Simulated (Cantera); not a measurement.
A perfectly stirred reactor is fed with 5.56 % C2H4, 24.4 % O2, 62.8 % N2, 7.22 % H2O, equivalence ratio 0.68, at 0.987 atm; it is adiabatic with a 800 K inlet, and is followed from long to short residence time, starting on the burning branch (τ in s: 0.08, 0.031, 0.012, 0.0046, 0.0018, 0.00068, 0.00026, 0.0001, 3.9e-05, 1.5e-05).

Detailed kinetics in Cantera: GRI-Mech 3.0 (53 species, 325 reactions). GRI-Mech 3.0 was tuned for natural gas; its chemistry of ethylene as a main component is partial and can be far from experiment.

x: mole fraction; the columns are a selection and need not sum to one.

| τ (s) | T (K) | x C2H4 | x O2 | x H2O | x HCN | x HO2 | x C2H | x HCO |
|---|---|---|---|---|---|---|---|---|
| 0.080 | 2446 | 4.33e-7 | 0.0747 | 0.171 | (withheld) | 7.46e-6 | 5.74e-9 | 1.44e-8 |
| 0.031 | 2445 | 1.09e-6 | 0.0758 | 0.171 | (withheld) | 7.53e-6 | 1.43e-8 | 3.47e-8 |
| 0.012 | 2440 | 2.67e-6 | 0.0773 | 0.170 | (withheld) | 7.55e-6 | 3.45e-8 | 8.82e-8 |
| 0.0046 | 2422 | 6.39e-6 | 0.0788 | 0.169 | 1.91e-7 | 7.39e-6 | 7.83e-8 | 2.32e-7 |
| 0.0018 | 2379 | 1.41e-5 | 0.0805 | 0.166 | 1.86e-7 | 7.27e-6 | 1.54e-7 | 6.09e-7 |
| 0.00068 | 2299 | 3.04e-5 | 0.0827 | 0.162 | 1.74e-7 | 8.31e-6 | 2.68e-7 | 1.67e-6 |
| 0.00026 | 2198 | 6.66e-5 | 0.0855 | 0.157 | (withheld) | 1.19e-5 | 4.38e-7 | 4.46e-6 |
| 0.00010 | 2088 | 0.000159 | 0.0897 | 0.152 | (withheld) | 1.93e-5 | 7.26e-7 | 1.18e-5 |
| 3.9e-5 | 1975 | 0.000441 | 0.0974 | 0.148 | (withheld) | 3.55e-5 | 1.26e-6 | 3.12e-5 |
| 1.5e-5 | 1815 | 0.00201 | 0.118 | 0.145 | (withheld) | 0.000114 | 2.38e-6 | 9.02e-5 |

Problem. Fill in the missing entries.

Solution. 
- 0.080, x HCN: 5.65e-8
- 0.031, x HCN: 1.08e-7
- 0.012, x HCN: 1.62e-7
- 0.00026, x HCN: 2.00e-7
- 0.00010, x HCN: 3.01e-7
- 3.9e-5, x HCN: 5.45e-7
- 1.5e-5, x HCN: 1.08e-6
